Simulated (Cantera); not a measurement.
A perfectly stirred reactor is fed with H2 : O2 : N2 = 0.93 : 1 : 9 (molar parts), at 0.133 bar; it is held at 950 K, and followed from long to short residence time.

Cantera simulation using the H2/O2 subset of GRI-Mech 3.0, which has no nitrogen chemistry; the numbers are that mechanism's predictions, not measurements. Radical loss at walls, strong at low pressure, is not modelled. The temperature is held fixed by assumption; the heat of reaction is taken as removed at once.

**Question.** What does this change do: O2 1 to 1.7 parts?

**Answer.** 
| quantity | before | after |
|---|---|---|
| x(H2) at τ = 15.0 s | 0.000189 | 0.000179 |
| x(O2) at τ = 15.0 s | 0.0512 | 0.111 |
| x(H) at τ = 15.0 s | 1.98e-6 | 8.91e-7 |
| x(H2O2) at τ = 15.0 s | 2.74e-7 | 3.23e-7 |
| x(H2O) at τ = 15.0 s | 0.0887 | 0.0831 |
| x(H2) at τ = 61.0 ms | 0.00418 | 0.00384 |
| x(O2) at τ = 61.0 ms | 0.0530 | 0.112 |
| x(H) at τ = 61.0 ms | 0.000448 | 0.000208 |
| x(H2O2) at τ = 61.0 ms | 4.92e-7 | 8.09e-7 |
| x(H2O) at τ = 61.0 ms | 0.0841 | 0.0791 |

**Question.** What does this change do: H2 0.93 to 3 parts?

**Answer.** 
| quantity | before | after |
|---|---|---|
| x(H2) at τ = 15.0 s | 0.000189 | 0.0832 |
| x(O2) at τ = 15.0 s | 0.0512 | 0.000115 |
| x(H) at τ = 15.0 s | 1.98e-6 | 0.000575 |
| x(H2O2) at τ = 15.0 s | 2.74e-7 | 1.42e-10 |
| x(H2O) at τ = 15.0 s | 0.0887 | 0.166 |
| x(H2) at τ = 61.0 ms | 0.00418 | 0.0826 |
| x(O2) at τ = 61.0 ms | 0.0530 | 0.00196 |
| x(H) at τ = 61.0 ms | 0.000448 | 0.00832 |
| x(H2O2) at τ = 61.0 ms | 4.92e-7 | 2.77e-9 |
| x(H2O) at τ = 61.0 ms | 0.0841 | 0.162 |
